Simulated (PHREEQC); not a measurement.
Make-up at 20 °C: 0.082 mol NH4HF2, 9.3e-05 mol H2SiF6, 0.00031 mol H3PO4, 0.00079 mol H2SO4 and 0.07 mol KF per kg of water. Closed to the air; pH follows from the charge balance.

Model: ion-association model, phreeqc.dat, run in PHREEQC.

This is a speciation only: nothing precipitates in the calculation.

Problem. Estimate the pH.

Solution. pH 3.32.

Problem. In which forms is P present?

Solution. H2PO4- 95 %, H3PO4 4.6 % of the P.

SiF6-2 is the database's only silicon fluoride.
